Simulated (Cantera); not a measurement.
Input: 1 mol Si, 0.0045 mol H2O, 41 mol N2, equilibrated at 0.100 bar.

Cantera equilibrium calculation (NASA polynomials, part measured and part estimated; ideal gas, pure solids and liquids). Candidate condensed phases: H2O, Si, SiO2, Si2N2O, Si3N4; 35 gas species. N2 is the only nitrogen source here; it is nearly inert below about 1500 K, so the nitride shown seldom forms there in practice. Mutual solubility and eutectic melting of coexisting phases are not modelled. The numbers say what is thermodynamically allowed, not how fast it happens.

Which condensed phases are stable at each of these points (T (K)): 1000, 1100, 1200, 1300, 1400, 1500, 1600, 1700?


```tsv
T (K)	condensed phases	Si condensed (%)
1000	Si2N2O(s) + Si3N4(s)	100.0
1100	Si2N2O(s) + Si3N4(s)	100.0
1200	Si2N2O(s) + Si3N4(s)	100.0
1300	Si2N2O(s) + Si3N4(s)	100.0
1400	Si2N2O(s) + Si3N4(s)	100.0
1500	Si2N2O(s) + Si3N4(s)	100.0
1600	Si2N2O(s) + Si3N4(s)	100.0
1700	Si3N4(s)	99.5
```

From 1000 K to 1600 K the condensed part is Si2N2O(s) + Si3N4(s). At 1700 K the condensed part is Si3N4(s).
